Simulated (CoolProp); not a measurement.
A Linde-Hampson liquefier for dry air: isothermal reversible compression at 290 K from 1 atm to 5 MPa, throttling to 1 atm, return gas leaving the recuperator 5 K below the feed. Each further row changes one setting.

The numbers come from the reference Helmholtz-energy equation of state, Lemmon 2000 in CoolProp. It is a pseudo-pure fit of the blend.

| case | liquid yield per pass | compression work (kJ/kg of gas) |
|---|---|---|
| as stated | 0.015 | 323 |
| high pressure 10 MPa | 0.041 | 380 |
| warm-end temperature 320 K | 0.009 | 358 |
| warm-end gap 10 K | 0.003 | 323 |
